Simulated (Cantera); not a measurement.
Cantera run:

```python
import numpy as np
import cantera as ct

gas_names = """
    H HNO HNO2 HNO3 HO2 H2 H2O H2O2 N NH NH2 NH3 NH2OH NO NO2 NO3 N2 N2H2 N2H4 N2O O OH O2 O3 Pb PbO Pb2
""".split()
cond_names = """
    H2O(s) H2O(L) Pb(cr) Pb(L) PbO(rd) PbO(yw) PbO(L) PbO2(s) Pb3O4(s)
""".split()


# ... load() reads the species with a 1 bar reference pressure and builds the phases ...
atoms = {
    'Pb': {'Pb': 1},
    'H2O': {'H': 2, 'O': 1},
    'N2': {'N': 2},
}
top_T = {'Pb3O4(s)': 820}  # K; cautious upper limits of use, not melting points


# ... equilibrate(T, P, feed) seeds the gas with the atoms and calls Mixture.equilibrate('TP', solver="vcs", rtol=1e-11, max_steps=5000) ...
results = []
feed = {'Pb': 1, 'H2O': 0.076, 'N2': 12}  # mol
T = 948.15  # K
P = 41  # Pa
mix = equilibrate(T, P, feed)
results.append((T, P, feed, dict(zip(mix.species_names, mix.species_moles))))
print(gas.report(threshold=1e-06))
for i in range(1, mix.n_phases):
    print(f"{mix.phase(i).name:16s} {mix.phase_moles(i):12.5e} mol")
```

Output:

```
       temperature   948.15 K
          pressure   41 Pa
           density   0.00015631 kg/m^3
  mean mol. weight   30.054 kg/kmol
   phase of matter   gas

                          1 kg             1 kmol
                     ---------------   ---------------
          enthalpy        6.8264e+05        2.0516e+07  J
   internal energy        4.2033e+05        1.2633e+07  J
           entropy            9710.5        2.9184e+05  J/K
    Gibbs function       -8.5244e+06        -2.562e+08  J
 heat capacity c_p            1075.8             32331  J/K
 heat capacity c_v            799.11             24017  J/K

                      mass frac. Y      mole frac. X     chem. pot. / RT
                     ---------------   ---------------   ---------------
                H2        6.3802e-07        9.5116e-06           -36.737
               H2O         0.0037224         0.0062101           -68.257
                N2           0.91537           0.98205           -32.544
                Pb          0.080831          0.011725           -9.7558
               PbO        7.0637e-05        9.5115e-06           -41.275
     [  +22 minor]        2.2442e-07        1.6451e-08

Pb(L)             8.56616e-01 mol
PbO(yw)           0.00000e+00 mol
PbO2(s)           0.00000e+00 mol
```

Cantera equilibrium calculation (NASA polynomials, part measured and part estimated; ideal gas, pure solids and liquids).
